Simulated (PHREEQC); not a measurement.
Solution (55 °C): 0.0097 mol NaHCO3, 0.11 mol KOH and 0.022 mol KCl per kg of water. Closed to the air; pH follows from the charge balance.

All values are PHREEQC results (ion-association model, phreeqc.dat), not measurements.

This is a speciation only: nothing precipitates in the calculation.

Q: Order these C species by the share of C that they hold, largest first: HCO3-, NaCO3-, CO3-2.

A: CO3-2 (83 %), NaCO3- (16 %), HCO3- (0.52 %)

The pH is 12.00 and the ionic strength 0.148 mol/kgw. Complexes and solids missing from the database can't appear. Constants without temperature data keep their 25 °C values here.
